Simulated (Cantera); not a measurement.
An isothermal, constant-pressure homogeneous reactor starts with CH4 : H2O : N2 = 1 : 1.1 : 0.0022 (molar parts), at 2098 K and 7500 Torr.

Computed with Cantera and GRI-Mech 3.0 (53 species, 325 reactions).

x: mole fraction; the columns are a selection and need not sum to one.

```
t (s)        x CH4   x H2O    x C2H4    x CO   x H2      x O  x CH2CO
--------  --------  ------  --------  ------  -----  -------  -------
0.000100    0.0556   0.341   0.00285  0.0223  0.450  2.37e-8        …
0.000267    0.0325   0.295   0.00249  0.0455  0.503  2.08e-8        …
0.000715    0.0246   0.230   0.00207  0.0865  0.558  1.72e-8        …
0.00191     0.0185   0.156   0.00143   0.140  0.619  1.29e-8        …
0.00511     0.0121  0.0920  0.000773   0.188  0.672  8.66e-9        …
0.0137     0.00684  0.0511  0.000305   0.220  0.706  5.31e-9        …
0.0366     0.00305  0.0307   7.00e-5   0.236  0.724  3.36e-9        …
0.0978    0.000633  0.0237   3.36e-6   0.242  0.731  2.63e-9        …
0.261      1.50e-5  0.0228   2.22e-9   0.242  0.732  2.53e-9        …
0.699      9.67e-6  0.0228  9.55e-10   0.242  0.732  2.53e-9  1.84e-9
1.87       9.67e-6  0.0228  9.55e-10   0.242  0.732  2.53e-9  1.84e-9
5.00       9.67e-6  0.0228  9.55e-10   0.242  0.732  2.53e-9  1.84e-9
```

**Question.** What belongs in the gaps?

**Answer.** 
- 0.000100, x CH2CO: 0.000161
- 0.000267, x CH2CO: 0.000129
- 0.000715, x CH2CO: 7.90e-5
- 0.00191, x CH2CO: 3.55e-5
- 0.00511, x CH2CO: 1.20e-5
- 0.0137, x CH2CO: 3.37e-6
- 0.0366, x CH2CO: 8.65e-7
- 0.0978, x CH2CO: 1.31e-7
- 0.261, x CH2CO: 2.85e-9
